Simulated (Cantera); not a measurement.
# Stirred combustor or abatement burner

A perfectly stirred reactor is fed with 31.5 % CO, 2.08 % H2, 12.0 % O2, 45.0 % N2, 9.44 % H2O, equivalence ratio 1.4, at 1.20 bar; it is adiabatic with a 425 K inlet, and is followed from long to short residence time, starting on the burning branch (τ in s: 0.082, 0.034, 0.014, 0.0056, 0.0023, 0.00092, 0.00038, 0.00015, 6.2e-05, 2.5e-05, 1e-05, 4.2e-06).

Detailed kinetics in Cantera: GRI-Mech 3.0 (53 species, 325 reactions).

```tsv
τ (s)	T (K)	x CO	x H2	x O2	x N2O	x O	x OH	x NO
0.082	2253	0.104	0.00898	0.00149	4.12e-8	0.000255	0.00258	0.000532
0.034	2232	0.105	0.00923	0.00247	4.86e-8	0.000437	0.00330	0.000437
0.014	2197	0.108	0.00968	0.00420	5.76e-8	0.000789	0.00427	0.000307
0.0056	2140	0.113	0.0104	0.00700	6.70e-8	0.00144	0.00542	0.000184
0.0023	2062	0.119	0.0115	0.0107	7.44e-8	0.00249	0.00649	0.000106
0.00092	1957	0.127	0.0128	0.0154	7.86e-8	0.00411	0.00728	6.75e-5
0.00038	1833	0.135	0.0140	0.0207	7.96e-8	0.00615	0.00744	4.99e-5
0.00015	1672	0.147	0.0142	0.0281	8.06e-8	0.00843	0.00662	3.32e-5
6.2e-5	425	0.315	0.0208	0.120	<1e-12	<1e-12	<1e-12	<1e-12
2.5e-5	425	0.315	0.0208	0.120	<1e-12	<1e-12	<1e-12	<1e-12
1.0e-5	425	0.315	0.0208	0.120	<1e-12	<1e-12	<1e-12	<1e-12
4.2e-6	425	0.315	0.0208	0.120	<1e-12	<1e-12	<1e-12	<1e-12
```
x: mole fraction; the columns are a selection and need not sum to one.
